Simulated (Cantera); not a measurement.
A diamond (100) surface in a fixed gas of H2 with x(CH4) = 0.0024, x(H) = 0.048, at 1023 K, 12.8 Torr; coverages are run to steady state.

Detailed kinetics in Cantera: the Harris–Goodwin 1993 mechanism for the reconstructed diamond (100) surface.

θ: site fractions in the mechanism's names (c6HH fully hydrogenated, c6H* and c6*H radical sites, c6** diradical, c6HM methylated).

```json
[
 {"x(CH3)": "1e-06", "growth (µm/h)": "0.00984", "θ c6HH": "0.576", "θ c6H*": "0.0206", "θ c6*H": "0.392", "θ c6**": "0.0116", "θ c6HM": "1.02e-5"},
 {"x(CH3)": "2.1e-06", "growth (µm/h)": "___", "θ c6HH": "0.576", "θ c6H*": "0.0206", "θ c6*H": "0.392", "θ c6**": "0.0116", "θ c6HM": "___"},
 {"x(CH3)": "4.5e-06", "growth (µm/h)": "0.0443", "θ c6HH": "0.576", "θ c6H*": "0.0206", "θ c6*H": "0.392", "θ c6**": "0.0116", "θ c6HM": "4.59e-5"},
 {"x(CH3)": "9.6e-06", "growth (µm/h)": "0.0945", "θ c6HH": "0.576", "θ c6H*": "0.0206", "θ c6*H": "0.392", "θ c6**": "0.0116", "θ c6HM": "9.78e-5"},
 {"x(CH3)": "2e-05", "growth (µm/h)": "0.197", "θ c6HH": "0.576", "θ c6H*": "0.0206", "θ c6*H": "0.392", "θ c6**": "0.0116", "θ c6HM": "0.000204"},
 {"x(CH3)": "4.3e-05", "growth (µm/h)": "0.423", "θ c6HH": "0.575", "θ c6H*": "0.0206", "θ c6*H": "0.392", "θ c6**": "0.0115", "θ c6HM": "0.000438"},
 {"x(CH3)": "9.2e-05", "growth (µm/h)": "___", "θ c6HH": "0.575", "θ c6H*": "0.0206", "θ c6*H": "0.392", "θ c6**": "0.0115", "θ c6HM": "___"},
 {"x(CH3)": "0.0002", "growth (µm/h)": "1.96", "θ c6HH": "0.574", "θ c6H*": "0.0205", "θ c6*H": "0.391", "θ c6**": "0.0115", "θ c6HM": "0.00203"},
 {"x(CH3)": "0.00042", "growth (µm/h)": "4.11", "θ c6HH": "0.572", "θ c6H*": "0.0205", "θ c6*H": "0.390", "θ c6**": "0.0115", "θ c6HM": "0.00425"}
]
```

Problem. What belongs in the gaps?

Solution. 
- 2.1e-06, growth (µm/h): 0.0207
- 2.1e-06, θ c6HM: 2.14e-5
- 9.2e-05, growth (µm/h): 0.904
- 9.2e-05, θ c6HM: 0.000936
